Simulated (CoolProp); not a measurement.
R22 along the isobar 1260 kPa: density (kg/m³) from the reference equation and from simpler models built on Tc = 96.1 °C, pc = 4990 kPa, ω = 0.221; each cubic takes its own stable root.

Model: reference Helmholtz-energy equation of state, Kamei 1995, in CoolProp.

```
T (°C)    phase  reference
-------  ------  ---------
-125.05  liquid       1638
-94.05   liquid       1557
-62.95   liquid       1474
-31.85   liquid       1386
-0.85    liquid       1287
30.25    liquid       1170
61.35       gas      45.35
92.35       gas      39.68
123.45      gas      35.57
```

Question: How far does each simpler model (van der Waals, Redlich-Kwong, Soave-Redlich-Kwong) lie from the reference over these 9 states: mean and median of the absolute difference, and the worst?

Answer: 
- van der Waals: mean 39.7 %, median 39.8 %, worst -95.7 % at 30.25 °C and 1260 kPa
- Redlich-Kwong: mean 17.4 %, median 11.2 %, worst -95.5 % at 30.25 °C and 1260 kPa
- Soave-Redlich-Kwong: mean 6.9 %, median 9.3 %, worst -11.8 % at 30.25 °C and 1260 kPa

At some of these states van der Waals, Redlich-Kwong gives the other phase, because its saturation line lies elsewhere.
